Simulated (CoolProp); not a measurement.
Aqueous lithium chloride as a coolant, at 20 °C, 1 atm.

The numbers come from the Melinder's fits for secondary coolants in CoolProp.

| mass % | freezing point (°C) | cp (kJ/(kg K)) | density (kg/m³) | Prandtl number | conductivity (W/(m K)) |
|---|---|---|---|---|---|
| 2.1 | -1.7 | 4.067 | 1010 | 7.41 | 0.592 |
| 5.5 | -5.7 | 3.889 | 1030 | 8.04 | 0.584 |
| 8.9 | -10.4 | 3.722 | 1049 | 8.77 | 0.576 |
| 12.3 | -16.7 | 3.565 | 1069 | 9.65 | 0.568 |
| 15.7 | -26.2 | 3.419 | 1089 | 10.7 | 0.561 |
| 19.1 | -39.7 | 3.288 | 1110 | 12.1 | 0.554 |
| 22.5 | -56.0 | 3.185 | 1131 | 13.8 | 0.547 |
